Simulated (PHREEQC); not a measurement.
**Spent oxide etchant: speciation**

Dissolve 27 mmol/kgw HF, 0.65 mmol/kgw H2SiF6, 4.7 mmol/kgw H3BO3 and 0.089 mmol/kgw H2SO4 at 25 °C. It is in equilibrium with CO2 at log p = -2 (atm). Otherwise closed; pH follows from the charge balance.

The numbers come from PHREEQC with the ion-association model, phreeqc.dat.

Precipitation was switched off in this run.

### Question
What pH does the model give?

### Answer
pH 2.19.

### Question
In which forms is S present?

### Answer
SO4-2 68 %, HSO4- 32 % of the S.

Complexes and solids missing from the database can't appear. SiF6-2 is the database's only silicon fluoride. Real BF4- forms and hydrolyses slowly; the run takes it at equilibrium.
